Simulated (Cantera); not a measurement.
An isothermal, constant-pressure homogeneous reactor starts with 14.3 % CH4, 85.7 % N2, at 1650 K and 0.623 Torr.

Cantera simulation using GRI-Mech 3.0 (53 species, 325 reactions); the numbers are that mechanism's predictions, not measurements. GRI-Mech 3.0 stops at C3 and has no aromatics, soot or wall deposition, so with more carbon than oxygen in the feed, carbon stays in small species such as C2H2 where larger ones or solid carbon would form. Radical loss at walls, strong at low pressure, is not modelled.

x: mole fraction; the columns are a selection and need not sum to one.

```json
[
 {"t (s)": "6.00e-6", "x CH4": "0.143", "x H2": "4.60e-11", "x C2H2": "<1e-12", "x C2H4": "<1e-12", "x C2H": "<1e-12", "x H": "4.46e-9"},
 {"t (s)": "2.10e-5", "x CH4": "0.143", "x H2": "5.51e-10", "x C2H2": "<1e-12", "x C2H4": "<1e-12", "x C2H": "<1e-12", "x H": "1.52e-8"},
 {"t (s)": "7.33e-5", "x CH4": "0.143", "x H2": "6.36e-9", "x C2H2": "<1e-12", "x C2H4": "<1e-12", "x C2H": "<1e-12", "x H": "4.87e-8"},
 {"t (s)": "0.000256", "x CH4": "0.143", "x H2": "6.42e-8", "x C2H2": "<1e-12", "x C2H4": "<1e-12", "x C2H": "<1e-12", "x H": "1.28e-7"},
 {"t (s)": "0.000896", "x CH4": "0.143", "x H2": "4.63e-7", "x C2H2": "<1e-12", "x C2H4": "<1e-12", "x C2H": "<1e-12", "x H": "2.10e-7"},
 {"t (s)": "0.00313", "x CH4": "0.143", "x H2": "2.13e-6", "x C2H2": "<1e-12", "x C2H4": "3.86e-11", "x C2H": "<1e-12", "x H": "2.20e-7"},
 {"t (s)": "0.0110", "x CH4": "0.143", "x H2": "8.01e-6", "x C2H2": "5.31e-12", "x C2H4": "…", "x C2H": "<1e-12", "x H": "2.21e-7"},
 {"t (s)": "0.0383", "x CH4": "0.143", "x H2": "2.88e-5", "x C2H2": "9.75e-10", "x C2H4": "…", "x C2H": "<1e-12", "x H": "2.27e-7"},
 {"t (s)": "0.134", "x CH4": "0.143", "x H2": "0.000113", "x C2H2": "1.58e-7", "x C2H4": "…", "x C2H": "<1e-12", "x H": "3.08e-7"},
 {"t (s)": "0.468", "x CH4": "0.142", "x H2": "0.000892", "x C2H2": "2.53e-5", "x C2H4": "…", "x C2H": "1.64e-10", "x H": "1.41e-6"},
 {"t (s)": "1.64", "x CH4": "0.122", "x H2": "0.0214", "x C2H2": "0.00368", "x C2H4": "…", "x C2H": "1.86e-8", "x H": "2.48e-5"},
 {"t (s)": "5.72", "x CH4": "0.0476", "x H2": "0.123", "x C2H2": "0.0400", "x C2H4": "…", "x C2H": "2.12e-7", "x H": "0.000149"},
 {"t (s)": "20.0", "x CH4": "0.0105", "x H2": "0.173", "x C2H2": "0.0577", "x C2H4": "…", "x C2H": "4.18e-7", "x H": "0.000287"}
]
```

Problem. What belongs in the gaps?

Solution. 
- 0.0110, x C2H4: 2.70e-9
- 0.0383, x C2H4: 1.34e-7
- 0.134, x C2H4: 5.88e-6
- 0.468, x C2H4: 0.000234
- 1.64, x C2H4: 0.00472
- 5.72, x C2H4: 0.00115
- 20.0, x C2H4: 6.58e-5
